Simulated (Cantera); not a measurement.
Cantera run:

```python
import numpy as np
import cantera as ct

gas_names = """
    CL CL2 H HCL H2 N NH NH2 NH3 N2 N2H2 N2H4 Si SiCL SiCL2 SiCL3 SiCL4 SiH SiHCL3 SiH2 SiH2CL2 SiH3
    SiH3CL SiH4 SiN Si2 Si2N Si3
""".split()
cond_names = """
    NH4CL(a) NH4CL(b) Si(cr) Si(L) Si3N4(a)
""".split()


# ... load() reads the species with a 1 bar reference pressure and builds the phases ...
atoms = {
    'SiHCl3': {'Si': 1, 'H': 1, 'CL': 3},
    'N2': {'N': 2},
    'H2': {'H': 2},
}
top_T = {'Si3N4(a)': 2400}  # K; cautious upper limits of use, not melting points


# ... equilibrate(T, P, feed) seeds the gas with the atoms and calls Mixture.equilibrate('TP', solver="vcs", rtol=1e-11, max_steps=5000) ...
results = []
P = 6.6  # Pa
for T in [1273, 1373, 1473, 1573, 1673, 1773, 1873, 1973, 2073]:
    for m in [10, 12, 14, 16, 19, 22, 25, 29, 34, 40, 46]:
        feed = {'SiHCl3': 1, 'N2': m, 'H2': 61}  # mol
        mix = equilibrate(T, P, feed)
        results.append((T, P, feed, dict(zip(mix.species_names, mix.species_moles))))

for T, P, feed, n in results:
    print(f"{T:7g} {feed['N2']:10.4g}  " + (" + ".join(c for c in cond_names if n.get(c, 0) > 1e-12) or "gas only"))
```

Result:

```
   1273         10  Si3N4(a)
   1273         12  Si3N4(a)
   1273         14  Si3N4(a)
   1273         16  Si3N4(a)
   1273         19  Si3N4(a)
   1273         22  Si3N4(a)
   1273         25  Si3N4(a)
   1273         29  Si3N4(a)
   1273         34  Si3N4(a)
   1273         40  Si3N4(a)
   1273         46  Si3N4(a)
   1373         10  Si3N4(a)
   1373         12  Si3N4(a)
   1373         14  Si3N4(a)
   1373         16  Si3N4(a)
   1373         19  Si3N4(a)
   1373         22  Si3N4(a)
   1373         25  Si3N4(a)
   1373         29  Si3N4(a)
   1373         34  Si3N4(a)
   1373         40  Si3N4(a)
   1373         46  Si3N4(a)
   1473         10  Si(cr)
   1473         12  Si(cr)
   1473         14  Si(cr)
   1473         16  Si(cr)
   1473         19  Si(cr)
   1473         22  Si(cr)
   1473         25  Si(cr)
   1473         29  Si(cr)
   1473         34  Si(cr)
   1473         40  Si(cr)
   1473         46  Si3N4(a)
   1573         10  Si(cr)
   1573         12  Si(cr)
   1573         14  Si(cr)
   1573         16  Si(cr)
   1573         19  Si(cr)
   1573         22  Si(cr)
   1573         25  Si(cr)
   1573         29  Si(cr)
   1573         34  Si(cr)
   1573         40  Si(cr)
   1573         46  Si(cr)
   1673         10  Si(cr)
   1673         12  Si(cr)
   1673         14  Si(cr)
   1673         16  Si(cr)
   1673         19  Si(cr)
   1673         22  Si(cr)
   1673         25  Si(cr)
   1673         29  Si(cr)
   1673         34  Si(cr)
   1673         40  gas only
   1673         46  gas only
   1773         10  gas only
   1773         12  gas only
   1773         14  gas only
   1773         16  gas only
   1773         19  gas only
   1773         22  gas only
   1773         25  gas only
   1773         29  gas only
   1773         34  gas only
   1773         40  gas only
   1773         46  gas only
   1873         10  gas only
   1873         12  gas only
   1873         14  gas only
   1873         16  gas only
   1873         19  gas only
   1873         22  gas only
   1873         25  gas only
   1873         29  gas only
   1873         34  gas only
   1873         40  gas only
   1873         46  gas only
   1973         10  gas only
   1973         12  gas only
   1973         14  gas only
   1973         16  gas only
   1973         19  gas only
   1973         22  gas only
   1973         25  gas only
   1973         29  gas only
   1973         34  gas only
   1973         40  gas only
   1973         46  gas only
   2073         10  gas only
   2073         12  gas only
   2073         14  gas only
   2073         16  gas only
   2073         19  gas only
   2073         22  gas only
   2073         25  gas only
   2073         29  gas only
   2073         34  gas only
   2073         40  gas only
   2073         46  gas only
```

Cantera equilibrium calculation (NASA polynomials, part measured and part estimated; ideal gas, pure solids and liquids). N2 is the only nitrogen source here; it is nearly inert below about 1500 K, so the nitride shown seldom forms there in practice. The tables' values for SiCl3 are old estimates.
